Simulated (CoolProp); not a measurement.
R22 along the isobar 0.101 MPa: density (kg/m³) from the reference equation and from simpler models built on Tc = 96.1 °C, pc = 4.990 MPa, ω = 0.221; each cubic takes its own stable root.

The numbers come from the reference Helmholtz-energy equation of state, Kamei 1995 in CoolProp.

| T (°C) | phase | reference |
|---|---|---|
| -141.15 | liquid | 1679 |
| -131.65 | liquid | 1654 |
| -122.25 | liquid | 1630 |
| -112.75 | liquid | 1605 |
| -103.25 | liquid | 1580 |
| -93.85 | liquid | 1555 |
| -84.35 | liquid | 1530 |
| -74.95 | liquid | 1505 |
| -65.45 | liquid | 1479 |
| -55.95 | liquid | 1452 |
| -46.55 | liquid | 1426 |

Task: How far does each simpler model (van der Waals, Redlich-Kwong) lie from the reference over these 11 states: mean and median of the absolute difference, and the worst?

Result: 
- van der Waals: mean 72.9 %, median 99.6 %, worst -99.7 % at -46.55 °C and 0.101 MPa
- Redlich-Kwong: mean 19.5 %, median 11.4 %, worst -99.7 % at -46.55 °C and 0.101 MPa

At some of these states van der Waals, Redlich-Kwong gives the other phase, because its saturation line lies elsewhere.
